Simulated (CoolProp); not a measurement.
Computed with CoolProp (reference Helmholtz-energy equation of state, Lemmon 2006). It is a short technical equation, of lower accuracy than the large ones.

Question: For carbonyl sulfide, give the phase and the cp (kJ/(kg K)), cv (kJ/(kg K)), Joule-Thomson coefficient (K/MPa) at 346.85 °C and 2320 kPa; 346.85 °C and 23200 kPa; 346.85 °C and 50000 kPa.

Answer: 
- 346.85 °C and 2320 kPa: gas; cp 0.884, cv 0.726, Joule-Thomson coefficient 3.91
- 346.85 °C and 23200 kPa: supercritical; cp 1.15, cv 0.761, Joule-Thomson coefficient 2.24
- 346.85 °C and 50000 kPa: supercritical; cp 1.18, cv 0.777, Joule-Thomson coefficient 0.441
